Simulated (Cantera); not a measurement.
Input: 1 mol Al2O3, 0.34 mol N2, at 2227 °C and 1 atm.

These are equilibrium values from Cantera (NASA tables, ideal gas, pure condensed phases), not measurements of a reactor. Candidate condensed phases: Al, AlN, Al2O3; 16 gas species. Equilibrium is a limit: real reactors are often held back by kinetics, nucleation or transport.

Base state: N2 1.000, NO 2.41e-5, Al 1.53e-5 (mole fractions); condensed: Al2O3(l).

**Question.** What changes in the equilibrium state with this change: 0.36 mol CO2 added?

**Answer.** 
```
species         before    after
-------------  -------  -------
N2               1.000    0.462
CO2                  0    0.412
CO                   0   0.0804
O2             1.82e-7   0.0353
Al             1.53e-5  1.66e-9
O              6.14e-6  0.00270
NO             2.41e-5  0.00721
Al2O3(l), mol    1.000     1.00
```
Further candidate phases: C.
